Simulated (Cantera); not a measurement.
Input: 1 mol SiCl4, 4.4 mol NO, 29 mol N2, at 727 °C and 18.0 Pa.

These are equilibrium values from Cantera (NASA tables, ideal gas, pure condensed phases), not measurements of a reactor. Candidate condensed phases: Si, SiO2, Si2N2O, Si3N4; 23 gas species. Rates play no part.

Base state: N2 0.904, Cl2 0.0546, O2 0.0348, Cl 0.00676, NO 1.36e-5 (mole fractions); condensed: SiO2(β-quartz).

Problem. What changes in the equilibrium state with this change: SiCl4 replaced by SiH2Cl2?

Solution. 
```
species               before    after
-------------------  -------  -------
N2                     0.904    0.907
HCl                        0   0.0544
O2                    0.0348   0.0340
Cl2                   0.0546  0.00133
Cl                   0.00676  0.00106
H2O                        0  0.00186
NO                   1.36e-5  1.35e-5
SiO2(β-quartz), mol     1.00     1.00
```
Further candidate phases: H2O, NH4Cl.
